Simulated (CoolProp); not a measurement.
A Linde-Hampson liquefier for dry air: isothermal reversible compression at 300 K from 1 atm to 40 MPa, throttling to 1 atm, return gas leaving the recuperator 5 K below the feed. Each further row changes one setting.

Model: reference Helmholtz-energy equation of state, Lemmon 2000, in CoolProp. It is a pseudo-pure fit of the blend.

```
case                        liquid yield per pass  compression work (kJ/kg of gas)
--------------------------  ---------------------  -------------------------------
as stated                                     [?]                              520
high pressure 80 MPa                          [?]                              [?]
warm-end temperature 330 K                    [?]                              576
warm-end gap 10 K                             [?]                              520
```

Q: Some entries are withheld; supply them.

A: 
- as stated, liquid yield per pass: 0.095
- high pressure 80 MPa, liquid yield per pass: 0.065
- high pressure 80 MPa, compression work (kJ/kg of gas): 604
- warm-end temperature 330 K, liquid yield per pass: 0.068
- warm-end gap 10 K, liquid yield per pass: 0.084
